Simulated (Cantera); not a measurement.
Input: 1 mol SiHCl3, a varied amount of H2, held at 1200 °C and 0.0100 bar.

Equilibrium computed with Cantera from the NASA thermochemical tables; the gas is ideal and each condensed phase is pure. Candidate condensed phases: Si; 19 gas species. The tables' values for SiCl3 are old estimates; treat these amounts as uncertain. Kinetics and transport are ignored.

x: gas mole fraction; n: condensed amount in mol.

```
n(H2) (mol)   x H2    x HCl   x SiCl2   x SiCl3  n Si(s)
-----------  -----  -------  --------  --------  -------
9.1          0.802    0.129    0.0654   0.00280    0.237
17           0.875   0.0928    0.0309  0.000911    0.392
30           0.921      [?]       [?]  0.000282      [?]
56           0.954   0.0406   0.00544   6.71e-5    0.680
100          0.973      [?]       [?]   1.56e-5      [?]
190          0.985   0.0143  0.000653   2.80e-6    0.873
340          0.991  0.00833  0.000220   5.47e-7    0.924
```

Question: Fill in the missing entries.

Answer: 
- 30, x HCl: 0.0644
- 30, x SiCl2: 0.0142
- 30, n Si(s): 0.536
- 100, x HCl: 0.0252
- 100, x SiCl2: 0.00206
- 100, n Si(s): 0.788
